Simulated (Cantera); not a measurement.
An adiabatic, constant-volume homogeneous reactor starts with CH3OH : O2 : N2 = 1 : 0.652 : 2.87 (molar parts), at 1750 K and 1.80 bar.

Cantera simulation using GRI-Mech 3.0 (53 species, 325 reactions); the numbers are that mechanism's predictions, not measurements. GRI-Mech 3.0 was tuned for natural gas; its chemistry of methanol as a main component is partial and can be far from experiment.

One state of this run: T (K) = 2860; P (bar) = 3.87; x CH3OH = <1e-12; x O2 = 0.000344; x NO = 0.000269; x CH2 = 1.60e-11; x HCN = 6.06e-8; x CH3 = 6.10e-11. x: mole fraction; the columns are a selection and need not sum to one.

Problem. Which value of t (s) does it belong to?
A) 9.92e-5
B) 0.00141
C) 1.06
D) 0.00529

Solution. A, 9.92e-5
